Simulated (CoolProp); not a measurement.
R1234ze(E) along the isobar 2.24 MPa: Z from the reference equation and from simpler models built on Tc = 382.5 K, pc = 3.635 MPa, ω = 0.313; each cubic takes its own stable root.

The numbers come from the reference Helmholtz-energy equation of state, Thol 2016 in CoolProp.

| T (K) | phase | reference | van der Waals | Redlich-Kwong | Soave-Redlich-Kwong |
|---|---|---|---|---|---|
| 335.8 | liquid | 0.08873 | 0.1513 | 0.1093 | 0.1027 |
| 342.8 | liquid | 0.08985 | 0.6586 | 0.1125 | 0.1053 |
| 349.8 | liquid | 0.09159 | 0.6874 | 0.1171 | 0.1092 |
| 356.8 | liquid | 0.09436 | 0.7113 | 0.6561 | 0.1152 |
| 363.9 | gas | 0.6553 | 0.7319 | 0.6876 | 0.6726 |
| 370.9 | gas | 0.6927 | 0.7497 | 0.7133 | 0.7054 |
| 377.9 | gas | 0.7226 | 0.7654 | 0.7353 | 0.7325 |
| 384.9 | gas | 0.7474 | 0.7795 | 0.7545 | 0.7557 |
| 391.9 | gas | 0.7686 | 0.7922 | 0.7714 | 0.7759 |
| 398.9 | gas | 0.7870 | 0.8038 | 0.7865 | 0.7938 |
| 406 | gas | 0.8034 | 0.8145 | 0.8002 | 0.8099 |
| 413 | gas | 0.8178 | 0.8242 | 0.8125 | 0.8241 |
| 420 | gas | 0.8306 | 0.8331 | 0.8237 | 0.8370 |

At some of these states van der Waals, Redlich-Kwong gives the other phase, because its saturation line lies elsewhere.
